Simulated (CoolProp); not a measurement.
Hexamethyldisiloxane (MM) along the isotherm 620 K: fugacity coefficient from the reference equation and from simpler models built on Tc = 518.7 K, pc = 1.931 MPa, ω = 0.418; each cubic takes its own stable root.

Model: reference Helmholtz-energy equation of state, Thol 2016, in CoolProp.

| p (MPa) | phase | reference | van der Waals | Peng-Robinson |
|---|---|---|---|---|
| 0.181 | gas | 0.9827 | 0.9822 | 0.9815 |
| 0.362 | gas | 0.9656 | 0.9644 | 0.9633 |
| 0.543 | gas | 0.9487 | 0.9468 | 0.9454 |
| 0.724 | gas | 0.9320 | 0.9292 | 0.9279 |
| 0.905 | gas | 0.9156 | 0.9117 | 0.9107 |
| 1.09 | gas | 0.8991 | 0.8939 | 0.8935 |
| 1.27 | gas | 0.8833 | 0.8767 | 0.8770 |
| 1.45 | gas | 0.8678 | 0.8595 | 0.8609 |
| 1.63 | gas | 0.8526 | 0.8423 | 0.8452 |
| 1.81 | gas | 0.8377 | 0.8252 | 0.8297 |
| 1.99 | supercritical | 0.8231 | 0.8081 | 0.8146 |
| 2.17 | supercritical | 0.8088 | 0.7911 | 0.7999 |
| 2.35 | supercritical | 0.7948 | 0.7741 | 0.7854 |
| 2.53 | supercritical | 0.7812 | 0.7571 | 0.7714 |
| 2.72 | supercritical | 0.7671 | 0.7393 | 0.7569 |
| 2.9 | supercritical | 0.7541 | 0.7225 | 0.7436 |
